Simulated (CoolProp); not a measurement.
Saturated liquid density (kg/m³) of R13: the reference equation beside estimates from Tc = 303.0 K, pc = 3973 kPa, ω = 0.175. Rackett uses Z = 0.29056 − 0.08775 ω.

Values from CoolProp's reference Helmholtz-energy equation of state, Platzer 1990. This equation is an older, rougher fit; its heat capacities, sound speeds and derivatives of the liquid may be far off and weren't checked against measurements.

| T (K) | reference | Rackett | van der Waals | Redlich-Kwong | Soave-Redlich-Kwong | Peng-Robinson |
|---|---|---|---|---|---|---|
| 180.7 | 1562 | 1620 | 1018 | 1499 | 1525 | 1721 |
| 186.2 | 1541 | 1599 | 1005 | 1477 | 1504 | 1699 |
| 191.7 | 1520 | 1577 | 992.2 | 1455 | 1483 | 1677 |
| 197.2 | 1499 | 1555 | 978.8 | ? | 1462 | 1653 |
| 202.8 | 1477 | 1533 | 964.7 | 1406 | 1438 | 1627 |
| 208.3 | 1455 | 1510 | 950.4 | 1381 | ? | 1601 |
| 213.8 | 1432 | 1486 | 935.6 | ? | 1390 | 1574 |
| 219.3 | 1409 | 1462 | 920.3 | 1328 | 1363 | 1545 |
| 224.8 | 1385 | 1437 | 904.5 | 1299 | 1336 | 1515 |
| 230.3 | 1360 | 1412 | 887.9 | 1270 | 1307 | 1483 |
| 235.9 | 1334 | 1384 | 870.4 | 1238 | 1276 | 1448 |
| 241.4 | 1307 | 1357 | 852.4 | 1206 | 1244 | 1412 |
| 246.9 | 1279 | 1328 | 833.5 | 1172 | 1210 | 1373 |
| 252.4 | 1250 | 1297 | 813.6 | 1136 | 1174 | 1332 |

**Question.** Complete the blanks.

**Answer.** 
- 197.2, Redlich-Kwong: 1431
- 208.3, Soave-Redlich-Kwong: 1415
- 213.8, Redlich-Kwong: 1355

Absolute difference from the reference over all 14 rows, mean and median: Rackett 3.8 and 3.8 %, van der Waals 34.7 and 34.7 %, Redlich-Kwong 5.9 and 5.6 %, Soave-Redlich-Kwong 3.5 and 3.1 %, Peng-Robinson 9.3 and 9.8 %.
